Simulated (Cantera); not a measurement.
Input: 1 mol Ti, 0.58 mol H₂O, a varied amount of H₂, at 2023.15 K and 39.0 Pa.

Cantera equilibrium calculation (NASA polynomials, part measured and part estimated; ideal gas, pure solids and liquids). Candidate condensed phases: H₂O, Ti, TiO, TiO₂, Ti₂O₃, Ti₃O₅, Ti₄O₇; 12 gas species. Each liquid is taken as pure. Mutual solubility and eutectic melting of coexisting phases are not modelled. TiO: taken at fixed stoichiometry. Condensed phases not in the tables: N, O or C dissolved in the metal. Kinetics and transport are ignored.

**Question.** What share of the Ti ends up in condensed phases as a function of n(H₂) (mol), at 3.8, 4.6, 5.5, 6.7, 8.1, 9.8, 12, 14, 18, 21, 26?

**Answer.** 
```json
[
 {"n(H₂) (mol)": "3.8", "Ti condensed (%)": "82.3", "as": "Ti(l) + TiO(l)"},
 {"n(H₂) (mol)": "4.6", "Ti condensed (%)": "79.1", "as": "Ti(l) + TiO(l)"},
 {"n(H₂) (mol)": "5.5", "Ti condensed (%)": "75.4", "as": "Ti(l) + TiO(l)"},
 {"n(H₂) (mol)": "6.7", "Ti condensed (%)": "70.6", "as": "Ti(l) + TiO(l)"},
 {"n(H₂) (mol)": "8.1", "Ti condensed (%)": "64.9", "as": "Ti(l) + TiO(l)"},
 {"n(H₂) (mol)": "9.8", "Ti condensed (%)": "58.1", "as": "Ti(l) + TiO(l)"},
 {"n(H₂) (mol)": "12", "Ti condensed (%)": "54.4", "as": "TiO(l)"},
 {"n(H₂) (mol)": "14", "Ti condensed (%)": "53.8", "as": "TiO(l)"},
 {"n(H₂) (mol)": "18", "Ti condensed (%)": "52.7", "as": "TiO(l)"},
 {"n(H₂) (mol)": "21", "Ti condensed (%)": "51.9", "as": "TiO(l)"},
 {"n(H₂) (mol)": "26", "Ti condensed (%)": "50.5", "as": "TiO(l)"}
]
```
